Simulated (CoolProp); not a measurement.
Vapour-liquid equilibrium of m-xylene (1) + n-decane (2) at 123.65 °C; x and y are mole fractions of (1).

Computed with CoolProp (multi-fluid Helmholtz-energy mixture model, Zhou 2012 and Lemmon 2006; pair parameters Bell 2016).

| x | bubble pressure, mixture model (kPa) | bubble pressure, Raoult's law (kPa) | y, mixture model | y, Raoult's law |
|---|---|---|---|---|
| 0.05 | 25.31 | 25.04 | 0.138 | 0.131 |
| 0.2 | 32.14 | 31.47 | 0.422 | 0.418 |
| 0.35 | (withheld) | 37.90 | 0.603 | 0.607 |
| 0.5 | 44.83 | 44.32 | (withheld) | 0.742 |
| 0.65 | 51.04 | 50.75 | (withheld) | 0.842 |
| 0.8 | (withheld) | 57.18 | (withheld) | 0.920 |
| 0.95 | 63.63 | 63.61 | (withheld) | 0.982 |

Task: Some entries are withheld; supply them.

Result: 
- 0.35, bubble pressure, mixture model (kPa): 38.57
- 0.5, y, mixture model: 0.733
- 0.65, y, mixture model: 0.833
- 0.8, bubble pressure, mixture model (kPa): 57.30
- 0.8, y, mixture model: 0.914
- 0.95, y, mixture model: 0.981

The largest gap from Raoult's law is +2.1 % in bubble pressure, at x = 0.2. No azeotrope shows between x = 0.05 and 0.95.

Pair parameters are fitted to limited data, so mixtures are less certain than the pure fluids.
